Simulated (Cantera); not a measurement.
Charge: 1 mol Si₂Cl₆, 48 mol NH₃, 1.2 mol N₂, at 0.000170 bar.

Cantera equilibrium calculation (NASA polynomials, part measured and part estimated; ideal gas, pure solids and liquids). Candidate condensed phases: NH₄Cl, Si, Si₃N₄; 28 gas species. The feed counts by its element totals alone. Equilibrium is a limit: real reactors are often held back by kinetics, nucleation or transport.

Over these rows the condensed part is Si₃N₄(s). Partial pressures as log10 of bar:

```tsv
T (K)	1000/T (1/K)	log p SiCl₂	log p H₂	log p N₂	log p HCl
948	1.0549	-10.84	-3.93	-4.39	-4.99
1048	0.9542	-9.45	-3.93	-4.39	-4.99
1148	0.8711	-8.30	-3.93	-4.39	-4.99
1248	0.8013	-7.35	-3.93	-4.39	-4.99
1348	0.7418	?	-3.93	-4.39	-5.01
1448	0.6906	-6.02	-3.92	-4.38	-5.08
```

Problem. Fit log p(SiCl₂) = a + b·(1000/T) to the five rows, give the apparent enthalpy, and predict the row at 1348 K.

Solution. Means: 1000/T = 0.8744, log p = -8.392. Sxy = -1.038740, Sxx = 0.0780852, so b = -13.30 and a = -8.392 − (-13.30)×0.8744 = 3.24.
Apparent enthalpy: −19.145 × (-13.30) = 255 kJ/mol. With the condensed phases at unit activity, 1/3 Si₃N₄(s) + 2 HCl(g) = SiCl₂(g) + H₂(g) + 2/3 N₂(g) links this pressure to the main gases: over the six rows their terms move log p by -0.20 in all, so the slope is close to that reaction's ΔH°. The five rows lie within 0.08 of the line.
Prediction at 1348 K: 3.24 + (-13.30)×0.7418 = -6.63. The computed value is -6.57, 0.06 from the line.
